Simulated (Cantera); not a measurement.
Source: NASA polynomial tables (part measured, part estimated), evaluated in Cantera. Values are per mole of reaction as written; species without (g) are pure solids or liquids, kept so even where they would boil at 1 bar.

Cr2O3 + 3 H2(g) ⇌ 2 Cr + 3 H2O(g), with ΔH° = 409.5 kJ and ΔS° = 141.5 J/K at 300 K.

How far is the shortcut ΔG° ≈ ΔH°(300 K) − T·ΔS°(300 K) from the full temperature-dependent value at 1373, 1423, 1473, 1523, 1573 K?


```tsv
T (K)	shortcut (kJ)	full (kJ)	difference (kJ)	difference in log10 K
1373	215.2	260.7	-45.4	1.73
1423	208.1	256.6	-48.5	1.78
1473	201.1	252.6	-51.5	1.83
1523	194.0	248.5	-54.5	1.87
1573	186.9	244.5	-57.6	1.91
```
The shortcut ignores the heat-capacity change of the reaction.
